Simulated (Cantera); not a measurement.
Gas mixture: N2O : O2 = 0.29 : 0.49 (molar parts), at 0.000360 bar, frozen composition.

Cantera's kinetic-theory transport with the Lennard-Jones parameters of GRI-Mech 3.0, ideal gas; thermal conductivity in the mixture-averaged form. The composition is frozen, though it would react at the higher temperatures.

One state of this run: ρ (kg/m³) = 0.000158; cp (J/kg/K) = 1164; μ (µPa s) = 44.5; λ (mW/m/K) = 71.5; Pr = 0.725; D (cm²/s) H = 26400; D (cm²/s) NH3 = 5070; D (cm²/s) O = 6550. D: mixture-averaged diffusion coefficient of that species in the mixture.

Q: Which value of T (K) does it belong to?
A. 1000
B. 1200
C. 1400
D. 400

A: A, 1000
